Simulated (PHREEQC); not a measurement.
**Leach liquor (model solution)**

Consider water at 25 °C with 190 mmol/kgw H2SO4 and 120 mmol/kgw ZnSO4. Closed to the air; pH follows from the charge balance.

All values are PHREEQC results (ion-association model, phreeqc.dat), not measurements.

Each row changes one thing in this solution. Precipitation was switched off in this run.

```csv
case,pH,ionic strength (mol/kgw),HSO4- (mol/kgw),SO4-2 (mol/kgw)
as made,0.86,0.459,0.199,0.0506
ZnSO4 from 0.12 to 0.24 mol/kgw,0.92,0.676,0.219,0.0762
temperature from 25 to 90 °C,1.05,0.428,0.262,0.0215
H2SO4 from 0.19 to 0.171 mol/kgw,0.90,0.438,0.179,0.0499
ZnSO4 left out,0.77,0.243,0.163,0.0267
temperature from 25 to 75 °C,1.01,0.430,0.249,0.0271
diluted 10-fold with water,1.68,0.0596,0.0135,0.0124
H2SO4 left out,5.53,0.239,4.69e-6,0.0442
H2SO4 replaced by K2SO4 at the same molality,5.80,0.623,5.48e-6,0.140
```

At this temperature some constants are extrapolated from 25 °C, and those without enthalpy data are left unchanged.
